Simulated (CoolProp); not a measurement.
Vapour pressure (bar) of hexamethyldisiloxane (MM): the reference equation beside estimates from Tc = 518.7 K, pc = 19.31 bar, ω = 0.418. Clausius-Clapeyron is anchored at 298 K with a constant enthalpy of vaporisation of 37.17 kJ/mol.

The numbers come from the reference Helmholtz-energy equation of state, Thol 2016 in CoolProp.

```json
[
 {"T (K)": "275.3", "reference": "0.01550", "Lee-Kesler": "0.01519", "Clausius-Clapeyron": "0.01606", "van der Waals": "0.7953", "Redlich-Kwong": "0.09613", "Soave-Redlich-Kwong": "0.01549", "Peng-Robinson": "0.01678"},
 {"T (K)": "282.9", "reference": "0.02442", "Lee-Kesler": "0.02391", "Clausius-Clapeyron": "0.02484", "van der Waals": "0.9452", "Redlich-Kwong": "0.1347", "Soave-Redlich-Kwong": "0.02431", "Peng-Robinson": "0.02606"},
 {"T (K)": "290.4", "reference": "0.03715", "Lee-Kesler": "0.03638", "Clausius-Clapeyron": "0.03737", "van der Waals": "1.112", "Redlich-Kwong": "0.1838", "Soave-Redlich-Kwong": "0.03689", "Peng-Robinson": "0.03915"},
 {"T (K)": "298", "reference": "0.05534", "Lee-Kesler": "0.05424", "Clausius-Clapeyron": "0.05534", "van der Waals": "1.300", "Redlich-Kwong": "0.2469", "Soave-Redlich-Kwong": "0.05487", "Peng-Robinson": "0.05771"},
 {"T (K)": "305.5", "reference": "0.08005", "Lee-Kesler": "0.07858", "Clausius-Clapeyron": "0.07998", "van der Waals": "1.506", "Redlich-Kwong": "0.3246", "Soave-Redlich-Kwong": "0.07931", "Peng-Robinson": "0.08274"},
 {"T (K)": "313", "reference": "0.1133", "Lee-Kesler": "0.1114", "Clausius-Clapeyron": "0.1136", "van der Waals": "1.734", "Redlich-Kwong": "0.4197", "Soave-Redlich-Kwong": "0.1122", "Peng-Robinson": "0.1162"},
 {"T (K)": "320.6", "reference": "0.1578", "Lee-Kesler": "0.1556", "Clausius-Clapeyron": "0.1593", "van der Waals": "1.987", "Redlich-Kwong": "0.5365", "Soave-Redlich-Kwong": "0.1564", "Peng-Robinson": "0.1609"},
 {"T (K)": "328.1", "reference": "0.2148", "Lee-Kesler": "0.2123", "Clausius-Clapeyron": "0.2192", "van der Waals": "2.261", "Redlich-Kwong": "0.6743", "Soave-Redlich-Kwong": "0.2130", "Peng-Robinson": "0.2179"},
 {"T (K)": "335.7", "reference": "0.2885", "Lee-Kesler": "0.2859", "Clausius-Clapeyron": "0.2984", "van der Waals": "2.563", "Redlich-Kwong": "0.8394", "Soave-Redlich-Kwong": "0.2865", "Peng-Robinson": "0.2914"}
]
```

Absolute difference from the reference over all 9 rows, mean and median: Lee-Kesler 1.7 and 1.8 %, Clausius-Clapeyron 1.4 and 1.0 %, van der Waals 2228.4 and 1781.3 %, Redlich-Kwong 325.9 and 305.5 %, Soave-Redlich-Kwong 0.7 and 0.8 %, Peng-Robinson 3.9 and 3.4 %.
